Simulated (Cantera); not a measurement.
Feed: 1 mol AlCl₃, 8.3 mol NH₃, 770 mol N₂, equilibrated at 0.00850 bar.

Cantera equilibrium calculation (NASA polynomials, part measured and part estimated; ideal gas, pure solids and liquids). Candidate condensed phases: Al, AlCl₃, AlN, NH₄Cl; 20 gas species. Kinetics and transport are ignored. All values below are at 1827 °C.

Base state: N₂ 0.980, H₂ 0.0128, H 0.00382, HCl 0.00211, AlCl 0.00121, Cl 0.000464, Al 4.88e-5 (mole fractions); condensed: gas only.

Task: What changes in the equilibrium state with this change: pressure from 0.00850 bar to 0.00133 bar?

Result: 
```tsv
species	before	after
N₂	0.980	0.977
H₂	0.0128	0.0105
H	0.00382	0.00875
AlCl	0.00121	0.00113
Al	4.88e-5	0.000133
Cl	0.000464	0.00101
HCl	0.00211	0.00165
```
